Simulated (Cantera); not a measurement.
Input (Python, Cantera):

```python
import numpy as np
import cantera as ct

gas = ct.Solution("h2o2.yaml")
gas.TPX = 400, 230000, {'H2': 1, 'O2': 0.385, 'N2': 1.45}
flame = ct.FreeFlame(gas, width=0.022)
flame.set_refine_criteria(ratio=3, slope=0.08, curve=0.16)
flame.transport_model = "mixture-averaged"
flame.solve(loglevel=0, auto=True)
z, T = flame.grid, flame.T
thick = (T[-1] - T[0]) / np.gradient(T, z).max()
show = ['H2', 'O2', 'O', 'OH', 'H2O2', 'H2O']
print(f"laminar burning velocity  {flame.velocity[0] * 100:.3f} cm/s")
print(f"burnt temperature         {T[-1]:.1f} K")
print(f"thermal thickness         {thick * 1e3:.4f} mm")
print(f"grid points               {len(z)}")
z0 = z[flame.heat_release_rate.argmax()]
print(f"{'z/mm':>9s}{'T/K':>9s}{'u/(m/s)':>9s}" + "".join(f"{s:>11s}" for s in show))
rows = []
for k in (-3, -2, -1.5, -1, -0.5, -0.25, 0, 0.25, 0.5, 1, 2, 4, 8):
    zz = z0 + k * thick
    rows.append([k * thick, np.interp(zz, z, T), np.interp(zz, z, flame.velocity),
                 *(np.interp(zz, z, flame.X[gas.species_index(s)]) for s in show)])
    print(f"{rows[-1][0] * 1e3:9.3f}{rows[-1][1]:9.1f}{rows[-1][2]:9.3f}" + "".join(f"{x:11.3e}" for x in rows[-1][3:]))
```

Output:

```
laminar burning velocity  455.749 cm/s
burnt temperature         2410.6 K
thermal thickness         0.1278 mm
grid points               114
     z/mm      T/K  u/(m/s)         H2         O2          O         OH       H2O2        H2O
   -0.384    400.0    4.557  3.527e-01  1.358e-01  1.894e-13  1.211e-15  2.584e-14  5.432e-12
   -0.256    400.0    4.557  3.527e-01  1.358e-01  2.059e-11  1.343e-13  5.555e-12  8.827e-10
   -0.192    400.0    4.557  3.527e-01  1.358e-01  1.730e-10  1.294e-12  6.421e-11  8.967e-09
   -0.128    400.2    4.558  3.524e-01  1.359e-01  8.387e-09  5.441e-10  7.682e-09  7.598e-07
   -0.064    421.9    4.756  3.448e-01  1.372e-01  2.256e-06  1.213e-05  8.355e-06  4.923e-04
   -0.032    704.7    7.668  3.054e-01  1.325e-01  1.928e-04  1.187e-03  1.031e-04  2.175e-02
    0.000   1188.9   12.504  2.217e-01  1.010e-01  2.588e-03  2.493e-03  2.469e-05  9.731e-02
    0.032   1532.5   15.911  1.372e-01  4.895e-02  6.114e-03  6.561e-03  4.430e-06  1.943e-01
    0.064   1711.9   17.665  9.897e-02  2.079e-02  6.458e-03  9.807e-03  2.487e-06  2.448e-01
    0.128   1879.4   19.229  8.676e-02  8.420e-03  5.353e-03  1.210e-02  1.331e-06  2.692e-01
    0.256   2032.1   20.586  8.765e-02  5.226e-03  3.690e-03  1.222e-02  7.046e-07  2.799e-01
    0.511   2166.9   21.742  8.848e-02  3.083e-03  2.135e-03  1.077e-02  3.998e-07  2.900e-01
    1.023   2271.3   22.610  8.865e-02  1.557e-03  1.051e-03  8.386e-03  2.371e-07  2.989e-01
```

Cantera simulation using the H2/O2 subset of GRI-Mech 3.0, which has no nitrogen chemistry; the numbers are that mechanism's predictions, not measurements. The hydrogen kinetics of GRI-Mech 3.0 are dated; newer H2 mechanisms differ, most at raised pressure. Burning velocities carry a grid error of a few per cent, more on coarse grids.
